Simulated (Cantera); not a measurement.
Cantera run, input and output.

```python
import numpy as np
import cantera as ct

gas = ct.Solution("h2o2.yaml")
gas.TPX = 1173, 26000, {'H2': 0.82, 'O2': 1, 'N2': 1.9}
inlet = ct.Reservoir(gas, clone=True)

reactor = ct.IdealGasConstPressureReactor(gas, energy="off", clone=False)
exhaust = ct.Reservoir(gas, clone=True)
tau = [5.5, 2, 0.74, 0.27, 0.099, 0.036, 0.013, 0.0048][0]
for a, b in ((inlet, reactor), (reactor, exhaust)):
    ct.MassFlowController(a, b, mdot=lambda t: reactor.mass / tau)
net = ct.ReactorNet([reactor])
show = ['H2', 'O2', 'O', 'OH', 'HO2', 'H2O', 'H2O2']

rows = []
print(f"{'tau/s':>10s}{'T/K':>9s}" + "".join(f"{s:>11s}" for s in show))
for tau in [5.5, 2, 0.74, 0.27, 0.099, 0.036, 0.013, 0.0048]:
    net.initial_time = 0.0
    net.advance(30 * tau)
    before = gas.X
    net.advance(40 * tau)
    drift = np.max(np.abs(gas.X - before) / (gas.X + 1e-9))
    rows.append([gas.T, *gas[show].X, drift])
    print(f"{tau:10.3e}{gas.T:9.1f}" + "".join(f"{x:11.3e}" for x in gas[show].X))
```

It prints:

```
     tau/s      T/K         H2         O2          O         OH        HO2        H2O       H2O2
 5.500e+00   1173.0  7.071e-05  1.782e-01  1.346e-05  1.354e-04  2.625e-06  2.476e-01  3.963e-07
 2.000e+00   1173.0  1.394e-04  1.782e-01  2.724e-05  1.881e-04  4.849e-06  2.475e-01  6.239e-07
 7.400e-01   1173.0  2.706e-04  1.782e-01  5.455e-05  2.599e-04  8.533e-06  2.473e-01  9.524e-07
 2.700e-01   1173.0  5.258e-04  1.783e-01  1.100e-04  3.629e-04  1.429e-05  2.469e-01  1.425e-06
 9.900e-02   1173.0  1.003e-03  1.784e-01  2.192e-04  5.115e-04  2.214e-05  2.462e-01  2.049e-06
 3.600e-02   1173.0  1.884e-03  1.785e-01  4.323e-04  7.342e-04  3.162e-05  2.450e-01  2.812e-06
 1.300e-02   1173.0  3.475e-03  1.789e-01  8.382e-04  1.074e-03  4.155e-05  2.428e-01  3.658e-06
 4.800e-03   1173.0  6.199e-03  1.795e-01  1.562e-03  1.575e-03  5.032e-05  2.388e-01  4.489e-06
```

Model: the H2/O2 subset of GRI-Mech 3.0, which has no nitrogen chemistry, integrated in Cantera. The temperature is held fixed by assumption; the heat of reaction is taken as removed at once.
